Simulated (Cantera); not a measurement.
Cantera run, input and output.

```python
import numpy as np
import cantera as ct

gas = ct.Solution("gri30.yaml")
gas.TPX = 1248, 7800, {'N2O': 1, 'N2': 0.14}
inlet = ct.Reservoir(gas, clone=True)

reactor = ct.IdealGasConstPressureReactor(gas, energy="off", clone=False)
exhaust = ct.Reservoir(gas, clone=True)
tau = [15, 5.7, 2.2, 0.83, 0.31, 0.12, 0.045, 0.017, 0.0065, 0.0025, 0.00094][0]
for a, b in ((inlet, reactor), (reactor, exhaust)):
    ct.MassFlowController(a, b, mdot=lambda t: reactor.mass / tau)
net = ct.ReactorNet([reactor])
show = ['N2O', 'NO', 'N2', 'O2', 'O']

rows = []
print(f"{'tau/s':>10s}{'T/K':>9s}" + "".join(f"{s:>11s}" for s in show))
for tau in [15, 5.7, 2.2, 0.83, 0.31, 0.12, 0.045, 0.017, 0.0065, 0.0025, 0.00094]:
    net.initial_time = 0.0
    net.advance(30 * tau)
    before = gas.X
    net.advance(40 * tau)
    drift = np.max(np.abs(gas.X - before) / (gas.X + 1e-9))
    rows.append([gas.T, *gas[show].X, drift])
    print(f"{tau:10.3e}{gas.T:9.1f}" + "".join(f"{x:11.3e}" for x in gas[show].X))
```

Output:

```
     tau/s      T/K        N2O         NO         N2         O2          O
 1.500e+01   1248.0  2.578e-01  5.207e-02  5.009e-01  1.892e-01  3.501e-06
 5.700e+00   1248.0  4.544e-01  3.626e-02  3.805e-01  1.288e-01  3.639e-06
 2.200e+00   1248.0  6.440e-01  2.016e-02  2.648e-01  7.094e-02  3.697e-06
 8.300e-01   1248.0  7.715e-01  9.168e-03  1.872e-01  3.215e-02  3.721e-06
 3.100e-01   1248.0  8.344e-01  3.712e-03  1.488e-01  1.300e-02  3.729e-06
 1.200e-01   1248.0  8.601e-01  1.482e-03  1.332e-01  5.186e-03  3.731e-06
 4.500e-02   1248.0  8.707e-01  5.624e-04  1.267e-01  1.967e-03  3.729e-06
 1.700e-02   1248.0  8.747e-01  2.129e-04  1.243e-01  7.446e-04  3.719e-06
 6.500e-03   1248.0  8.763e-01  8.099e-05  1.234e-01  2.832e-04  3.693e-06
 2.500e-03   1248.0  8.768e-01  3.062e-05  1.230e-01  1.071e-04  3.628e-06
 9.400e-04   1248.0  8.771e-01  1.099e-05  1.229e-01  3.843e-05  3.462e-06
```

Computed with Cantera and GRI-Mech 3.0 (53 species, 325 reactions). GRI-Mech 3.0 was tuned for natural gas; its chemistry of N2O as a main component is partial and can be far from experiment. The mechanism lacks the step 2 NO + O2 → 2 NO2, which can matter for NO2 below about 1400 K. The temperature is held fixed by assumption; the heat of reaction is taken as removed at once.
